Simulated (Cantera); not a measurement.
Charge: 1 mol Si3H8, 4.7 mol HCl, 3.5 mol N2, at 75.0 Torr.

Cantera equilibrium calculation (NASA polynomials, part measured and part estimated; ideal gas, pure solids and liquids). Candidate condensed phases: NH4Cl, Si, Si3N4; 28 gas species. The feed counts by its element totals alone. N2 is the only nitrogen source here; it is nearly inert below about 1500 K, so the nitride shown seldom forms there in practice. The tables' values for SiCl3 are old estimates; treat these amounts as uncertain. The numbers say what is thermodynamically allowed, not how fast it happens.

Q: At 1175 K, list the 4 most abundant gas species with their mole fractions, and the condensed phases.

A: H2 0.444, HCl 0.366, N2 0.165, SiCl4 0.0237. Condensed: Si3N4(s).
